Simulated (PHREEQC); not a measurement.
Model water analysis in mmol/kgw, 25 °C, pH 6.79, pe 8.8: Na 0.251; K 0.417; Ca 0.213; Mg 0.26; Cl 0.508; S(6) 0.194; Alkalinity (meq/kgw) 0.738; Li 0.00252; Sr 0.0028; O(0) (counted as O atoms) 0.00035; B 0.00162.

Valence states are taken as typed.

Equilibrium calculation in PHREEQC: ion-association model, phreeqc.dat.

This is a speciation only: nothing precipitates in the calculation.

Q: Order these S species by the share of S that they hold, largest first: CaSO4, SO4-2, MgSO4, KSO4-.

A: SO4-2 (94 %), MgSO4 (3.7 %), CaSO4 (2.3 %), KSO4- (0.22 %)

The pH is 6.79 and the ionic strength 0.00224 mol/kgw. Complexes and solids missing from the database can't appear.
